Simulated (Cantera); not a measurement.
Charge: 1 mol C2H5OH, 0.049 mol H2O, 11 mol H2, held at 5.90 bar.

Cantera equilibrium calculation (NASA polynomials, part measured and part estimated; ideal gas, pure solids and liquids). Candidate condensed phases: C, C6H6, C7H8, C8H18, H2O; 110 gas species. The numbers say what is thermodynamically allowed, not how fast it happens. All values below are at 977 °C.

Base state: H2 0.877, CO 0.0675, CH4 0.0499, H2O 0.00526, CO2 0.000259 (mole fractions); condensed: C(graphite).

Question: What changes in the equilibrium state with this change: pressure from 5.90 bar to 1 atm?

Answer: 
```tsv
species	before	after
H2	0.877	0.920
CO	0.0675	0.0691
CH4	0.0499	0.00944
H2O	0.00526	0.000971
CO2	0.000259	4.66e-5
C(graphite), mol	0.316	0.825
```
